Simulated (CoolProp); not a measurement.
Values from CoolProp's reference Helmholtz-energy equation of state, Tillner-Roth 1997.

Q: Give the vapour pressure (bar), liquid density (kg/m³), vapour density (kg/m³), liquid cp (kJ/(kg K)) of saturated CH2F2 (R32) at -23.85 °C.

A: 
```
T (°C)  p (bar)  liquid density (kg/m³)  vapour density (kg/m³)  liquid cp (kJ/(kg K))
------  -------  ----------------------  ----------------------  ---------------------
-23.85     3.50                    1130                    9.68                   1.65
```
